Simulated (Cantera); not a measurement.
A perfectly stirred reactor is fed with NO : N₂ = 1 : 5 (molar parts), at 0.0133 bar; it is held at 1900 K, and followed from long to short residence time.

Model: GRI-Mech 3.0 (53 species, 325 reactions), integrated in Cantera. Radical loss at walls, strong at low pressure, is not modelled.

**Question.** What does this change do: NO 1 to 0.65 parts?

**Answer.** 
```json
[
 {"quantity": "x(NO) at τ = 26.0 s", "before": "0.130", "after": "0.0950"},
 {"quantity": "x(N₂O) at τ = 26.0 s", "before": "5.80e-6", "after": "3.27e-6"},
 {"quantity": "x(O) at τ = 26.0 s", "before": "0.000382", "after": "0.000287"},
 {"quantity": "x(NO₂) at τ = 26.0 s", "before": "8.93e-6", "after": "4.89e-6"},
 {"quantity": "x(O₂) at τ = 26.0 s", "before": "0.0181", "after": "0.00989"},
 {"quantity": "x(NO) at τ = 0.130 s", "before": "0.167", "after": "0.115"},
 {"quantity": "x(N₂O) at τ = 0.130 s", "before": "8.15e-6", "after": "3.92e-6"},
 {"quantity": "x(O) at τ = 0.130 s", "before": "3.85e-5", "after": "1.96e-5"},
 {"quantity": "x(NO₂) at τ = 0.130 s", "before": "1.04e-6", "after": "3.89e-7"},
 {"quantity": "x(O₂) at τ = 0.130 s", "before": "1.21e-5", "after": "3.95e-6"}
]
```

**Question.** What does this change do: N2 5 to 19 parts?

**Answer.** 
```csv
quantity,before,after
x(NO) at τ = 26.0 s,0.130,0.0452
x(N₂O) at τ = 26.0 s,5.80e-6,8.13e-7
x(O) at τ = 26.0 s,0.000382,0.000145
x(NO₂) at τ = 26.0 s,8.93e-6,1.19e-6
x(O₂) at τ = 26.0 s,0.0181,0.00235
x(NO) at τ = 0.130 s,0.167,0.0500
x(N₂O) at τ = 0.130 s,8.15e-6,7.46e-7
x(O) at τ = 0.130 s,3.85e-5,3.88e-6
x(NO₂) at τ = 0.130 s,1.04e-6,3.52e-8
x(O₂) at τ = 0.130 s,1.21e-5,3.14e-7
```

**Question.** What does this change do: temperature 1900 to 1525 K?

**Answer.** 
| quantity | before | after |
|---|---|---|
| x(NO) at τ = 26.0 s | 0.130 | 0.166 |
| x(N₂O) at τ = 26.0 s | 5.80e-6 | 8.31e-6 |
| x(O) at τ = 26.0 s | 0.000382 | 2.00e-6 |
| x(NO₂) at τ = 26.0 s | 8.93e-6 | 5.43e-6 |
| x(O₂) at τ = 26.0 s | 0.0181 | 0.000121 |
| x(NO) at τ = 0.130 s | 0.167 | 0.167 |
| x(N₂O) at τ = 0.130 s | 8.15e-6 | 5.70e-7 |
| x(O) at τ = 0.130 s | 3.85e-5 | 3.78e-7 |
| x(NO₂) at τ = 0.130 s | 1.04e-6 | 2.56e-7 |
| x(O₂) at τ = 0.130 s | 1.21e-5 | 1.39e-8 |
